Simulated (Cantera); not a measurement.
A closed system holds: 1 mol TEOS, a varied amount of O3, 11 mol N2, equilibrated at 825 K and 0.0728 Torr.

Method: chemical equilibrium by Gibbs-energy minimisation in Cantera with the NASA 1993 tables (ideal gas, pure condensed phases). Candidate condensed phases: C, C6H6, C7H8, C8H18, H2O, Si, SiC, SiO2, Si2N2O, Si3N4; 151 gas species. The feed counts by its element totals alone. Kinetics and transport are ignored.

x: gas mole fraction; n: condensed amount in mol.

```tsv
n(O3) (mol)	x N2	x H2	x CO	x CO2	x H2O	x CH4	n C(graphite)	n SiO2(α-quartz)
0.12	0.471	0.428	0.101	4.45e-5	5.29e-5	1.61e-5	5.64	1.00
0.18	0.467	0.425	0.108	5.07e-5	5.60e-5	1.58e-5	5.46	1.00
0.28	0.461	0.419	0.119	6.18e-5	6.11e-5	1.54e-5	5.16	1.00
0.43	0.453	0.412	0.135	7.99e-5	6.81e-5	1.49e-5	4.71	1.00
0.66	0.440	0.400	0.159	0.000111	7.79e-5	1.41e-5	4.02	1.00
1	0.423	0.385	0.192	0.000161	9.04e-5	…	3.01	1.00
1.6	0.396	0.360	0.244	0.000260	0.000107	…	1.21	1.00
2.4	0.379	0.333	0.246	0.0300	0.0114	…	0	1.00
3.7	0.379	0.286	0.159	0.117	0.0589	…	0	1.00
5.6	0.379	0.182	0.0660	0.210	0.163	…	0	1.00
```

**Question.** Fill in the missing entries.

**Answer.** 
- 1, x CH4: 1.30e-5
- 1.6, x CH4: 1.14e-5
- 2.4, x CH4: 8.59e-8
- 3.7, x CH4: 6.77e-9
- 5.6, x CH4: 2.64e-10
